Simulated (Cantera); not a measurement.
Input: 1 mol Al, 0.87 mol HCl, 1.7 mol H₂, at 133 Pa.

Equilibrium computed with Cantera from the NASA thermochemical tables; the gas is ideal and each condensed phase is pure. Candidate condensed phases: Al, AlCl₃; 12 gas species. The tables' values for AlCl₂ are old estimates; treat these amounts as uncertain. Kinetics and transport are ignored.

log p: log10 of the partial pressure in bar; n: condensed amount in mol.

| T (K) | log p H₂ | log p AlCl | log p AlCl₃ | log p Al | n Al(l) |
|---|---|---|---|---|---|
| 973 | -2.97 | -3.81 | -4.05 | -10.75 | 0.499 |
| 1073 | -3.01 | -3.46 | -4.96 | -9.18 | 0.195 |
| 1173 | -3.02 | -3.42 | -6.44 | -7.89 | 0.136 |
| 1273 | -3.02 | -3.41 | (withheld) | (withheld) | 0.131 |
| 1373 | -3.02 | -3.41 | -8.90 | -5.87 | 0.127 |
| 1473 | -3.03 | -3.42 | -9.88 | -5.08 | 0.111 |
| 1573 | -3.04 | -3.43 | -10.75 | -4.38 | 0.0309 |
| 1673 | -3.04 | -3.43 | (withheld) | -4.26 | 0 |
| 1773 | -3.05 | -3.43 | -10.10 | -4.26 | 0 |

Problem. Fill in the missing entries.

Solution. 
- 1273, log p AlCl₃: -7.76
- 1273, log p Al: -6.80
- 1673, log p AlCl₃: -10.52
